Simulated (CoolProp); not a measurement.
Computed with CoolProp (reference Helmholtz-energy equation of state, Lemmon 2006). It is a short technical equation, of lower accuracy than the large ones.

Problem. For CH3F (R41), give the phase and the Z, Joule-Thomson coefficient (K/MPa), expansivity (1/kK), fugacity coefficient at 155.6 K and 95.6 kPa; 172.6 K and 95.6 kPa; 189.6 K and 95.6 kPa.

Solution. 
- 155.6 K and 95.6 kPa: liquid; Z 0.00262, Joule-Thomson coefficient -0.350, expansivity 1.96, fugacity coefficient 0.0651
- 172.6 K and 95.6 kPa: liquid; Z 0.00245, Joule-Thomson coefficient -0.334, expansivity 2.11, fugacity coefficient 0.257
- 189.6 K and 95.6 kPa: liquid; Z 0.00231, Joule-Thomson coefficient -0.306, expansivity 2.30, fugacity coefficient 0.762
